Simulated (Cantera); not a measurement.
An adiabatic, constant-pressure homogeneous reactor starts with 46.9 % H₂, 11.2 % O₂, 42.0 % N₂, at 1225 K and 1000000 Pa.

Cantera simulation using GRI-Mech 3.0 (53 species, 325 reactions); the numbers are that mechanism's predictions, not measurements. The hydrogen kinetics of GRI-Mech 3.0 are dated; newer H2 mechanisms differ, most at raised pressure.

x: mole fraction; the columns are a selection and need not sum to one.

| t (s) | T (K) | x H₂ | x O₂ | x NO₂ | x HO₂ | x N₂O | x NO |
|---|---|---|---|---|---|---|---|
| 2.00e-6 | 1225 | 0.469 | 0.112 | <1e-12 | 4.76e-7 | <1e-12 | <1e-12 |
| 7.52e-6 | 1225 | 0.469 | 0.112 | <1e-12 | 4.59e-6 | 2.00e-12 | <1e-12 |
| 2.83e-5 | (withheld) | 0.451 | (withheld) | 2.38e-11 | (withheld) | (withheld) | (withheld) |
| 0.000106 | 2739 | 0.271 | 2.46e-5 | 1.65e-9 | 7.91e-8 | 3.02e-8 | 6.81e-5 |
| 0.000399 | 2738 | 0.271 | 2.44e-5 | 4.46e-9 | 7.85e-8 | 3.34e-8 | 0.000185 |
| 0.00150 | 2737 | 0.271 | 2.42e-5 | 6.68e-9 | 7.81e-8 | 3.80e-8 | 0.000278 |
| 0.00565 | 2737 | 0.271 | 2.42e-5 | 6.73e-9 | 7.81e-8 | 3.81e-8 | 0.000280 |
| 0.0212 | 2737 | 0.271 | 2.42e-5 | 6.73e-9 | 7.81e-8 | 3.81e-8 | 0.000280 |
| 0.0798 | 2737 | 0.271 | 2.42e-5 | 6.73e-9 | 7.81e-8 | 3.81e-8 | 0.000280 |
| 0.300 | 2737 | 0.271 | 2.42e-5 | 6.73e-9 | 7.81e-8 | 3.81e-8 | 0.000280 |

Task: What belongs in the gaps?

Result: 
- 2.83e-5, T (K): 1351
- 2.83e-5, x O₂: 0.102
- 2.83e-5, x HO₂: 0.000464
- 2.83e-5, x N₂O: 3.39e-9
- 2.83e-5, x NO: 7.58e-9
